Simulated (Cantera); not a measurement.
Mixture: C3H8 : O2 : N2 = 1 : 5 : 18.8 (molar parts), equivalence ratio 1.0, at 1.40 bar, adiabatic and at constant pressure. Ignition delay is the time to a rise of 400 K.

Model: GRI-Mech 3.0 (53 species, 325 reactions), integrated in Cantera. GRI-Mech 3.0 was tuned for natural gas; its chemistry of propane as a main component is partial and can be far from experiment.

Question: What does this change do: pressure from 1.40 bar to 1.01 bar?

Answer: 
```json
[
 {"quantity": "delay at 1000 K", "before": "0.450 s", "after": "0.577 s"},
 {"quantity": "delay at 1200 K", "before": "5.32 ms", "after": "6.20 ms"},
 {"quantity": "delay at 1400 K", "before": "0.193 ms", "after": "0.230 ms"},
 {"quantity": "delay at 1600 K", "before": "27.6 µs", "after": "34.7 µs"},
 {"quantity": "delay at 1800 K", "before": "9.37 µs", "after": "12.2 µs"},
 {"quantity": "apparent activation energy between 1600 and 1800 K", "before": "130 kJ/mol", "after": "130 kJ/mol"}
]
```
